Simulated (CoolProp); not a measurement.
Toluene along the isobar 10.2 bar: Z from the reference equation and from simpler models built on Tc = 318.6 °C, pc = 41.26 bar, ω = 0.266; each cubic takes its own stable root.

Computed with CoolProp (reference Helmholtz-energy equation of state, Lemmon 2006). It is a short technical equation, of lower accuracy than the large ones.

```csv
T (°C),phase,reference
-26.15,liquid,0.05028
-14.95,liquid,0.04865
-3.75,liquid,0.04717
7.45,liquid,0.04582
18.65,liquid,0.04458
29.85,liquid,0.04346
41.05,liquid,0.04242
52.25,liquid,0.04148
63.45,liquid,0.04061
74.65,liquid,0.03982
```

### Question
How far does each simpler model (van der Waals, Redlich-Kwong, Soave-Redlich-Kwong, Peng-Robinson) lie from the reference over these 10 states: mean and median of the absolute difference, and the worst?

### Answer
- van der Waals: mean 70.3 %, median 70.1 %, worst +71.7 % at -26.15 °C and 10.2 bar
- Redlich-Kwong: mean 15.0 %, median 14.9 %, worst +15.4 % at -26.15 °C and 10.2 bar
- Soave-Redlich-Kwong: mean 12.5 %, median 12.4 %, worst +13.8 % at -26.15 °C and 10.2 bar
- Peng-Robinson: mean 0.7 %, median 0.7 %, worst +1.4 % at -26.15 °C and 10.2 bar
